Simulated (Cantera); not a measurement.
Feed: 1 mol acetone, 1.7 mol O₂, 0.36 mol N₂, held at 72000 Pa.

Equilibrium computed with Cantera from the NASA thermochemical tables; the gas is ideal and each condensed phase is pure. Candidate condensed phases: C, C₆H₆, C₇H₈, C₈H₁₈, H₂O; 136 gas species. The feed counts by its element totals alone. The numbers say what is thermodynamically allowed, not how fast it happens.

log p: log10 of the partial pressure in bar; nothing condenses.

```
T (°C)  log p CO  log p H₂  log p H₂O  log p CO₂  log p N₂  log p H  log p CH₄
------  --------  --------  ---------  ---------  --------  -------  ---------
725        -0.61     -0.57      -1.16      -1.03     -1.39    -8.95          ?
825        -0.58     -0.59      -1.10      -1.10     -1.39    -7.90          ?
925        -0.57     -0.60      -1.05      -1.16     -1.39    -7.02          ?
1025       -0.56     -0.61      -1.02      -1.20     -1.39    -6.28          ?
1125       -0.55     -0.62      -0.99      -1.25     -1.39    -5.64          ?
1225       -0.54     -0.63      -0.97      -1.29     -1.39    -5.08          ?
1325       -0.53     -0.64      -0.95      -1.32     -1.39    -4.59          ?
1425       -0.53     -0.65      -0.94      -1.36     -1.39    -4.16          ?
1525       -0.53     -0.65      -0.93      -1.38     -1.39    -3.78          ?
1625       -0.52     -0.66      -0.92      -1.41     -1.39    -3.44          ?
1725       -0.52     -0.66      -0.92      -1.43     -1.39    -3.13          ?
1825       -0.52     -0.67      -0.91      -1.45     -1.39    -2.85          ?
1925       -0.52     -0.67      -0.91      -1.47     -1.39    -2.59          ?
2025       -0.51     -0.68      -0.90      -1.49     -1.39    -2.36          ?
```

Fill in the missing entries.


- 725, log p CH₄: -2.57
- 825, log p CH₄: -3.71
- 925, log p CH₄: -4.69
- 1025, log p CH₄: -5.51
- 1125, log p CH₄: -6.21
- 1225, log p CH₄: -6.82
- 1325, log p CH₄: -7.34
- 1425, log p CH₄: -7.80
- 1525, log p CH₄: -8.21
- 1625, log p CH₄: -8.57
- 1725, log p CH₄: -8.89
- 1825, log p CH₄: -9.18
- 1925, log p CH₄: -9.44
- 2025, log p CH₄: -9.68
